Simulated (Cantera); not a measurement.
Adiabatic ignition

An adiabatic, constant-pressure homogeneous reactor starts with C₃H₈ : O₂ : N₂ = 1 : 6.58 : 24.7 (molar parts), at 1100 K and 2700000 Pa.

Detailed kinetics in Cantera: GRI-Mech 3.0 (53 species, 325 reactions). GRI-Mech 3.0 was tuned for natural gas; its chemistry of propane as a main component is partial and can be far from experiment. The pressure lies above the range GRI-Mech 3.0 was tuned for (to about 10 atm).

```csv
t (s),T (K),x C₃H₈,x O₂,x HO₂,x NO₂,x NO,x CH₂,x H₂O₂
2.00e-6,1100,0.0310,0.204,2.65e-8,<1e-12,<1e-12,<1e-12,4.75e-10
4.55e-6,1100,0.0310,0.204,6.04e-8,<1e-12,<1e-12,<1e-12,2.51e-9
1.04e-5,1100,0.0310,0.204,1.32e-7,<1e-12,<1e-12,<1e-12,1.26e-8
2.36e-5,1100,0.0310,0.204,2.70e-7,<1e-12,<1e-12,<1e-12,5.86e-8
5.37e-5,1100,0.0310,0.204,4.84e-7,<1e-12,<1e-12,<1e-12,2.35e-7
0.000122,1100,0.0310,0.204,6.86e-7,<1e-12,<1e-12,<1e-12,7.00e-7
0.000278,1100,0.0309,0.204,8.20e-7,<1e-12,<1e-12,<1e-12,1.32e-6
0.000632,1100,0.0308,0.204,1.09e-6,<1e-12,<1e-12,<1e-12,1.96e-6
0.00144,1100,0.0305,0.204,2.00e-6,<1e-12,<1e-12,<1e-12,3.80e-6
0.00328,1106,0.0280,0.202,1.32e-5,<1e-12,<1e-12,6.38e-12,3.21e-5
0.00746,2569,<1e-12,0.0426,1.26e-5,2.10e-5,0.0108,<1e-12,1.01e-6
0.0170,2569,<1e-12,0.0424,1.26e-5,2.17e-5,0.0112,<1e-12,1.01e-6
0.0386,2569,<1e-12,0.0424,1.26e-5,2.17e-5,0.0112,<1e-12,1.01e-6
0.0879,2569,<1e-12,0.0424,1.26e-5,2.17e-5,0.0112,<1e-12,1.01e-6
0.200,2569,<1e-12,0.0424,1.26e-5,2.17e-5,0.0112,<1e-12,1.01e-6
```
x: mole fraction; the columns are a selection and need not sum to one.

| Property | Value |
|---|---|
| time of steepest temperature rise | 3.90 ms |
| temperature at 0.200 s | 2569 K |
| equilibrium temperature | 2569 K |
| x(C₃H₈) at 0.200 s | <1e-12 (gas-phase equilibrium <1e-12) |
| x(O₂) at 0.200 s | 0.0424 (gas-phase equilibrium 0.0424) |
| x(HO₂) at 0.200 s | 1.26e-5 (gas-phase equilibrium 1.26e-5) |
